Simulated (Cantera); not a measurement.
Input: 1 mol Hg, 1 mol H2, 2.7 mol O2, held at 9.90 mbar.

Cantera equilibrium calculation (NASA polynomials, part measured and part estimated; ideal gas, pure solids and liquids). Candidate condensed phases: H2O, Hg, HgO; 10 gas species. The numbers say what is thermodynamically allowed, not how fast it happens. All values below are at 950 °C.

Base state: O2 0.524, Hg 0.238, H2O 0.238, OH 2.50e-5 (mole fractions); condensed: gas only.

Question: What changes in the equilibrium state with this change: Hg replaced by Fe(CO)5?

Answer: 
```tsv
species	before	after
CO2	0	0.601
CO	0	0.232
H2O	0.238	0.132
O2	0.524	<1e-9
Hg	0.238	0
H2	6.72e-8	0.0348
OH	2.50e-5	1.92e-8
FeO(s), mol	0	1.00
```
The tables' stoichiometric FeO is somewhat more stable than real wüstite, so its field is too wide. FeO: taken at fixed stoichiometry. Further candidate phases: C, C6H6, C7H8, C8H18, Fe, Fe(CO)5, FeO, Fe(OH)2, Fe(OH)3, Fe2O3, Fe3O4.
